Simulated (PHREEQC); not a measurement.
0.046 g of hydrous ferric oxide (600 m²/g; 0.2 weak and 0.005 strong sites per Fe, Dzombak-Morel constants, diffuse double layer) in 1 kg of water with 0.001 mol/kgw of an inert sodium salt and 0.00053 mmol/kgw Na2SO4, at 25 °C; the pH is set by adding NaOH or the inert anion's acid. Oxygen alone is held at its pressure in air (log pO2 = -0.68). CO2 from the air is kept out. Nothing may precipitate in this run.

All values are PHREEQC results (ion-association model, wateq4f.dat), not measurements.

| pH | S sorbed (%) | surface charge σ (C/m²) | surface potential ψ (mV) |
|---|---|---|---|
| 4 | 100.0 | 0.116 | 210 |
| 4.67 | 99.9 | 0.066 | 183 |
| 5.33 | 98.5 | 0.036 | 153 |
| 6 | 82.2 | 0.018 | 118 |
| 6.67 | 21.7 | 0.009 | 82 |
| 7.33 | 1.5 | 0.004 | 45 |
| 8 | 0.1 | 0.000 | 6 |
| 8.67 | 0.0 | -0.003 | -32 |
| 9.33 | 0.0 | -0.007 | -70 |
| 10 | 0.0 | -0.015 | -107 |
| 10.67 | 0.0 | -0.035 | -141 |
| 11.33 | 0.0 | -0.085 | -166 |
| 12 | 0.0 | -0.200 | -176 |

Species that the database lacks are ignored.
